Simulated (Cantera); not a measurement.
Si(CH3)4 + C2H4 + H2 (silicon carbide growth)

A closed system holds: 1 mol Si(CH3)4, 0.027 mol C2H4, 1 mol H2, equilibrated at 1.33 mbar.

Equilibrium computed with Cantera from the NASA thermochemical tables; the gas is ideal and each condensed phase is pure. Candidate condensed phases: C, C6H6, C7H8, C8H18, Si, SiC; 87 gas species. Gases not in the tables: Si2H6 and higher silanes. Equilibrium is a limit: real reactors are often held back by kinetics, nucleation or transport.

```tsv
T (K)	x H2	x H	x Si	x SiC2	x Si2C	x C2H2 (acetylene)	x SiH	x Si2	n C(graphite)	n SiC(s)
1100	1.000	7.08e-7	<1e-12	<1e-12	<1e-12	1.33e-8	<1e-12	<1e-12	3.05	1.00
1200	1.000	5.40e-6	1.75e-12	<1e-12	<1e-12	1.03e-7	<1e-12	<1e-12	3.05	1.00
1300	1.000	3.03e-5	9.61e-11	<1e-12	<1e-12	5.76e-7	2.91e-11	<1e-12	3.05	1.00
1400	1.000	0.000133	2.96e-9	2.06e-12	1.93e-12	2.52e-6	5.40e-10	<1e-12	3.05	1.00
1500	1.000	0.000482	5.75e-8	1.01e-10	8.76e-11	9.02e-6	6.74e-9	<1e-12	3.05	1.000
1600	0.998	0.00149	7.69e-7	2.99e-9	2.44e-9	2.75e-5	6.11e-8	2.01e-11	3.05	1.000
1700	0.996	0.00403	7.55e-6	5.92e-8	4.56e-8	7.31e-5	4.26e-7	4.91e-10	3.05	1.000
1800	0.990	0.00976	5.74e-5	8.36e-7	6.09e-7	0.000174	2.38e-6	8.35e-9	3.05	1.000
1900	0.978	0.0215	0.000351	8.89e-6	6.16e-6	0.000373	1.10e-5	1.05e-7	3.05	0.997
2000	0.954	0.0435	0.00179	7.41e-5	4.91e-5	0.000733	4.33e-5	1.02e-6	3.06	0.985
2100	0.909	0.0813	0.00780	0.000503	0.000319	0.00131	0.000147	7.92e-6	3.09	0.932
2200	0.823	0.140	0.0297	0.00285	0.00174	0.00211	0.000435	5.10e-5	3.25	0.712
2300	0.674	0.218	0.0861	0.0119	0.00601	0.00291	0.000949	0.000205	3.73	0
```
x: gas mole fraction; n: condensed amount in mol.

From 1100 K to 2200 K the condensed part is C(graphite) + SiC(s). At 2300 K the condensed part is C(graphite).
